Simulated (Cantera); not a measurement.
A freely propagating, adiabatic, planar premixed flame of 11.6 % CH₄, 0.694 % C₂H₆, 21.3 % O₂, 59.7 % N₂, 6.71 % CO₂, equivalence ratio 1.2, unburnt at 548 K and 9.87 atm; mixture-averaged transport, grid criteria slope 0.08 and curve 0.16, no radiation.

Model: GRI-Mech 3.0 (53 species, 325 reactions), integrated in Cantera. Burning velocities carry a grid error of a few per cent, more on coarse grids.

x: mole fraction of selected species; z is measured from the peak of heat release.

| z (mm) | T (K) | u (m/s) | x CH₄ | x C₂H₆ | x O₂ | x NO | x C₂H₄ | x CH₂ |
|---|---|---|---|---|---|---|---|---|
| -0.189 | 549 | 0.486 | 0.115 | 0.00693 | 0.212 | <1e-8 | 5.88e-7 | <1e-8 |
| -0.126 | 557 | 0.494 | 0.114 | 0.00690 | 0.211 | ? | 6.53e-6 | <1e-8 |
| -0.0944 | 579 | 0.516 | 0.112 | 0.00685 | 0.209 | ? | 3.01e-5 | <1e-8 |
| -0.0629 | 699 | 0.629 | 0.103 | 0.00654 | 0.197 | ? | 0.000229 | <1e-8 |
| -0.0315 | 1208 | 1.11 | 0.0666 | 0.00445 | 0.143 | ? | 0.00155 | 2.76e-8 |
| -0.0157 | 1654 | 1.54 | 0.0349 | 0.00198 | 0.0916 | ? | 0.00227 | 2.95e-6 |
| 0 | 2060 | 1.93 | 0.00783 | 0.000128 | 0.0395 | ? | 0.000784 | 5.18e-5 |
| 0.0157 | 2241 | 2.10 | 0.000549 | 6.39e-7 | 0.0133 | ? | 2.38e-5 | 2.75e-5 |
| 0.0315 | 2300 | 2.15 | 2.41e-5 | <1e-8 | 0.00569 | ? | 1.67e-7 | 2.09e-6 |
| 0.0629 | 2354 | 2.19 | 1.19e-7 | <1e-8 | 0.00238 | ? | <1e-8 | 1.16e-8 |
| 0.126 | 2395 | 2.22 | <1e-8 | <1e-8 | 0.00102 | 0.000105 | <1e-8 | <1e-8 |
| 0.252 | 2418 | 2.24 | <1e-8 | <1e-8 | 0.000428 | 0.000112 | <1e-8 | <1e-8 |
| 0.504 | 2425 | 2.25 | <1e-8 | <1e-8 | 0.000259 | ? | <1e-8 | <1e-8 |

**Question.** What belongs in the gaps?

**Answer.** 
- -0.126, x NO: 1.74e-8
- -0.0944, x NO: 7.47e-8
- -0.0629, x NO: 6.44e-7
- -0.0315, x NO: 8.58e-6
- -0.0157, x NO: 2.09e-5
- 0, x NO: 3.89e-5
- 0.0157, x NO: 6.42e-5
- 0.0315, x NO: 8.20e-5
- 0.0629, x NO: 9.56e-5
- 0.504, x NO: 0.000121
